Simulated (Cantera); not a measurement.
What does this Cantera script print?

```python
import numpy as np
import cantera as ct

gas = ct.Solution("gri30.yaml")
gas.TPX = 1098, 12000, {'H2': 0.53, 'O2': 1, 'N2': 1.1, 'H2O': 0.0057}
reactor = ct.IdealGasConstPressureReactor(gas, energy="off", clone=False)
net = ct.ReactorNet([reactor])
net.rtol, net.atol = 1e-08, 1e-18
show = ['H2', 'O2', 'H2O2', 'O', 'H2O', 'NO']
times = np.geomspace(0.0008, 100, 14)

steps = ct.SolutionArray(gas, extra=["t"])
rows = []
print(f"{'t/s':>10s}{'T/K':>9s}{'P/Pa':>11s}" + "".join(f"{s:>11s}" for s in show))
for t in times:
    while net.time < t:
        t_next = net.step()
        steps.append(gas.state, t=t_next)
    rows.append([np.interp(t, steps.t, y) for y in (steps.T, steps.P, *steps(*show).X.T)])
    print(f"{t:10.3e}{rows[-1][0]:9.1f}{rows[-1][1]:11.4g}" + "".join(f"{x:11.3e}" for x in rows[-1][2:]))
rate = np.gradient(steps.T, steps.t)
print("integrator steps:", len(steps.t))
if steps.T.max() > steps.T[0] + 200:
    print(f"time of steepest temperature rise: {steps.t[rate.argmax()]:.4e} s")
gas.TPX = 1098, 12000, {'H2': 0.53, 'O2': 1, 'N2': 1.1, 'H2O': 0.0057}
gas.equilibrate("TP")
print(f"equilibrium (TP): T = {gas.T:.1f} K  " + "  ".join(f"{s} {gas[s].X[0]:.3e}" for s in show))
```

Result:

```
       t/s      T/K       P/Pa         H2         O2       H2O2          O        H2O         NO
 8.000e-04   1098.0    1.2e+04  5.246e-03  3.074e-01  4.139e-06  5.362e-03  2.141e-01  1.677e-06
 1.973e-03   1098.0    1.2e+04  6.129e-04  3.097e-01  2.399e-06  4.375e-04  2.248e-01  1.714e-06
 4.867e-03   1098.0    1.2e+04  9.935e-05  3.099e-01  1.015e-06  6.165e-05  2.257e-01  1.698e-06
 1.200e-02   1098.0    1.2e+04  1.572e-05  3.100e-01  3.910e-07  1.197e-05  2.259e-01  1.686e-06
 2.961e-02   1098.0    1.2e+04  2.360e-06  3.100e-01  1.463e-07  2.907e-06  2.259e-01  1.686e-06
 7.302e-02   1098.0    1.2e+04  4.318e-07  3.100e-01  5.546e-08  8.543e-07  2.260e-01  1.694e-06
 1.801e-01   1098.0    1.2e+04  1.155e-07  3.100e-01  2.184e-08  2.880e-07  2.260e-01  1.704e-06
 4.442e-01   1098.0    1.2e+04  3.836e-08  3.100e-01  8.827e-09  1.053e-07  2.260e-01  1.711e-06
 1.096e+00   1098.0    1.2e+04  1.404e-08  3.100e-01  3.620e-09  4.046e-08  2.260e-01  1.715e-06
 2.702e+00   1098.0    1.2e+04  5.519e-09  3.100e-01  1.518e-09  1.623e-08  2.260e-01  1.715e-06
 6.665e+00   1098.0    1.2e+04  2.497e-09  3.100e-01  6.959e-10  7.180e-09  2.260e-01  1.711e-06
 1.644e+01   1098.0    1.2e+04  1.606e-09  3.100e-01  4.277e-10  4.292e-09  2.260e-01  1.705e-06
 4.054e+01   1098.0    1.2e+04  1.482e-09  3.100e-01  3.867e-10  3.852e-09  2.260e-01  1.703e-06
 1.000e+02   1098.0    1.2e+04  1.480e-09  3.100e-01  3.858e-10  3.842e-09  2.260e-01  1.703e-06
integrator steps: 1830
equilibrium (TP): T = 1098.0 K  H2 1.479e-09  O2 3.100e-01  H2O2 3.855e-10  O 3.839e-09  H2O 2.260e-01  NO 7.825e-05
```

Cantera simulation using GRI-Mech 3.0 (53 species, 325 reactions); the numbers are that mechanism's predictions, not measurements. The temperature is held fixed by assumption; the heat of reaction is taken as removed at once.
